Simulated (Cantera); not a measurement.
Cantera run, input and output.

```python
import numpy as np
import cantera as ct

surf = ct.Interface("ptcombust.yaml", "Pt_surf")
gas = surf.adjacent["gas"]
gas.TPX = 300, 47000, {'CH4': 0.037, 'O2': 0.14, 'N2': 0.79}
jet = ct.ImpingingJet(gas=gas, width=0.065, surface=surf)
jet.inlet.mdot, jet.inlet.T, jet.inlet.X = 0.11, 300, {'CH4': 0.037, 'O2': 0.14, 'N2': 0.79}
jet.set_refine_criteria(ratio=10, slope=0.2, curve=0.3)
show, cover = ['CH4', 'O2', 'H2O', 'OH', 'CO', 'CO2'], ["PT(S)", "H(S)", "O(S)", "OH(S)", "CO(S)", "C(S)"]

rows = []
print(f"{'Ts/K':>7s}" + "".join(f"{s:>11s}" for s in show + cover) + "   (gas at the wall, coverages)")
for i, Ts in enumerate([950, 1000, 1050, 1100, 1150, 1200, 1250, 1300]):
    jet.surface.T = Ts
    if i == 0:
        surf.TP = Ts, 47000
        surf.coverages = "PT(S):0.5, O(S):0.5"
        surf.advance_coverages(1.0)
        jet.set_initial_guess(products="inlet")
    jet.solve(loglevel=0, auto=(i == 0))
    rows.append([*(jet.X[gas.species_index(s), -1] for s in show), *surf[cover].coverages])
    print(f"{Ts:7g}" + "".join(f"{x:11.3e}" for x in rows[-1]))
```

It prints:

```
   Ts/K        CH4         O2        H2O         OH         CO        CO2      PT(S)       H(S)       O(S)      OH(S)      CO(S)       C(S)   (gas at the wall, coverages)
    950  1.339e-02  9.175e-02  4.637e-02  6.397e-08  5.718e-06  3.050e-02  1.867e-01  2.864e-07  8.102e-01  3.111e-03  1.275e-05  6.101e-08
   1000  8.444e-03  8.133e-02  5.538e-02  1.710e-07  4.866e-06  3.652e-02  2.498e-01  6.541e-07  7.470e-01  3.142e-03  8.547e-06  5.341e-08
   1050  5.608e-03  7.542e-02  6.044e-02  4.064e-07  4.263e-06  3.993e-02  3.140e-01  1.275e-06  6.830e-01  2.977e-03  5.621e-06  4.473e-08
   1100  3.942e-03  7.208e-02  6.327e-02  8.764e-07  3.917e-06  4.181e-02  3.776e-01  2.237e-06  6.197e-01  2.730e-03  3.769e-06  3.731e-08
   1150  2.477e-03  6.975e-02  6.544e-02  1.817e-06  6.329e-06  4.286e-02  4.398e-01  3.666e-06  5.577e-01  2.470e-03  2.608e-06  2.684e-08
   1200  1.509e-03  6.773e-02  6.734e-02  3.412e-06  8.319e-06  4.397e-02  5.001e-01  5.715e-06  4.976e-01  2.217e-03  1.884e-06  1.833e-08
   1250  5.503e-04  6.531e-02  6.984e-02  6.127e-06  1.103e-05  4.529e-02  5.583e-01  8.616e-06  4.397e-01  1.989e-03  1.341e-06  7.427e-09
   1300  2.416e-09  6.527e-02  7.338e-02  1.079e-05  4.995e-07  4.327e-02  6.105e-01  1.252e-05  3.877e-01  1.791e-03  3.930e-08  3.552e-14
```

Cantera simulation using Deutschmann's 1995 Pt surface mechanism with GRI-Mech 3.0 gas chemistry; the numbers are that mechanism's predictions, not measurements. Catalytic surfaces can have several steady states; this one follows from the mechanism file's or the stated starting coverage.
